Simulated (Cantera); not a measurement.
A closed system holds: 1 mol MgCO3, 0.4 mol CO2, 0.88 mol O2, held at 1825 °C.

These are equilibrium values from Cantera (NASA tables, ideal gas, pure condensed phases), not measurements of a reactor. Candidate condensed phases: C, Mg, MgCO3, MgO; 15 gas species. Rates play no part.

x: gas mole fraction; n: condensed amount in mol.

| P (Pa) | x CO2 | x O2 | x CO | x O | x Mg | n MgO(s) |
|---|---|---|---|---|---|---|
| 10 | 0.331 | 0.371 | 0.157 | 0.0836 | 0.0555 | 0.837 |
| 68 | ___ | 0.389 | ___ | ___ | ___ | 0.992 |
| 460 | 0.560 | 0.389 | 0.0382 | 0.0126 | 0.000174 | 1.000 |
| 3200 | 0.592 | 0.387 | 0.0154 | 0.00478 | 9.49e-6 | 1.000 |
| 22000 | 0.606 | 0.387 | 0.00600 | 0.00182 | 5.27e-7 | 1.000 |
| 150000 | 0.611 | 0.386 | ___ | ___ | ___ | 1.00 |
| 1000000 | 0.613 | 0.386 | 0.000901 | 0.000270 | 1.72e-9 | 1.00 |

Problem. Some entries are withheld; supply them.

Solution. 
- 150000, x CO: 0.00232
- 150000, x O: 0.000696
- 150000, x Mg: 2.96e-8
- 68, x CO2: 0.488
- 68, x CO: 0.0866
- 68, x O: 0.0328
- 68, x Mg: 0.00306
